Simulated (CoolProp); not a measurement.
Vapour-liquid equilibrium of propane (1) + c-C4F8 (RC318) (2) at 0.492 MPa; x and y are mole fractions of (1).

Values from CoolProp's multi-fluid Helmholtz-energy mixture model, Lemmon 2009 and Platzer 1990; pair parameters Bell 2016. This equation is an older, rougher fit; its heat capacities, sound speeds and derivatives of the liquid may be far off and weren't checked against measurements.

```tsv
x	bubble temperature, mixture model (K)	bubble temperature, Raoult's law (K)	y, mixture model	y, Raoult's law
0.05	305.7	310.1	0.211	0.130
0.125	296.5	305.9	0.433	0.293
0.2	289.7	302.0	0.569	0.426
0.275	285.1	298.4	0.652	0.536
0.35	281.9	295.1	0.706	0.626
0.425	279.8	292.0	0.742	0.701
0.5	278.3	289.2	0.768	0.764
0.575	277.1	286.5	0.790	0.817
0.65	276.3	284.0	0.811	0.862
0.725	275.5	281.7	0.833	0.900
0.8	274.9	279.5	0.860	0.933
0.875	274.4	277.5	0.897	0.961
0.95	274.2	275.6	0.950	0.986
```

The largest gap from Raoult's law is -13.3 K in bubble temperature, at x = 0.275. y crosses x between x = 0.875 and 0.95: the model has an azeotrope there.

The pair parameters rest on a limited set of measurements; away from them the model extrapolates.
